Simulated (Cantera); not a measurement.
A closed system holds: 1 mol SiCl4, 0.35 mol Cl2, 320 mol H2, 0.13 mol HCl, held at 3300 Pa.

Equilibrium computed with Cantera from the NASA thermochemical tables; the gas is ideal and each condensed phase is pure. Candidate condensed phases: Si; 19 gas species. Gases not in the tables: Si2H6 and higher silanes. Kinetics and transport are ignored.

At 1673 K, list the 6 most abundant gas species with their mole fractions, and the condensed phases.

H2 0.985, HCl 0.0136, SiCl2 0.000677, H 0.000622, Si 1.27e-5, SiH2 1.09e-5. Condensed: Si(s).
